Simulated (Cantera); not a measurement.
# Ignition delay

Mixture: CH4 : CO : O2 : N2 = 1 : 0.91 : 2.67 : 15.2 (molar parts), at 0.424 atm, adiabatic and at constant volume. Ignition delay is the time to a rise of 400 K.

Computed with Cantera and GRI-Mech 3.0 (53 species, 325 reactions).

| T0 (K) | delay (ms) |
|---|---|
| 1098 | 788 |
| 1198 | 140 |
| 1298 | 30.5 |
| 1398 | 8.18 |
| 1498 | 2.78 |
| 1598 | 1.16 |

* **apparent activation energy between 1398 and 1598 K**: 180 kJ/mol
